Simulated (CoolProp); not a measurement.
Saturation properties of isobutene (Tc = 418.1 K, pc = 4.016 MPa, ω = 0.193).

Computed with CoolProp (reference Helmholtz-energy equation of state, Lemmon 2005). It is a short technical equation, of lower accuracy than the large ones.

| T (K) | p (MPa) | liquid density (kg/m³) | enthalpy of vaporisation (kJ/kg) | vapour Z | surface tension (mN/m) |
|---|---|---|---|---|---|
| 200 | 0.002729 | 697.4 | 449.0 | 0.9965 | 24.5 |
| 210.2 | 0.005674 | 686.8 | 440.5 | 0.9941 | 23.1 |
| 220.4 | 0.01090 | 676.2 | 432.0 | 0.9907 | 21.7 |
| 230.6 | 0.01960 | 665.4 | 423.4 | 0.9860 | 20.3 |
| 240.8 | 0.03327 | 654.5 | 414.6 | 0.9798 | 19.0 |
| 251 | 0.05374 | 643.4 | 405.6 | 0.9721 | 17.6 |
| 261.2 | 0.08314 | 632.1 | 396.3 | 0.9625 | 16.3 |
| 271.4 | 0.1239 | 620.5 | 386.6 | 0.9511 | 15.0 |
| 281.6 | 0.1787 | 608.6 | 376.5 | 0.9375 | 13.8 |
| 291.8 | 0.2504 | 596.3 | 365.8 | 0.9217 | 12.5 |
| 302 | 0.3421 | 583.6 | 354.6 | 0.9036 | 11.3 |
| 312.2 | 0.4571 | 570.3 | 342.6 | 0.8829 | 10.1 |

It boils at 266.1 K under 1 atm.

Surface tension comes from a separate correlation (Mulero 2012).
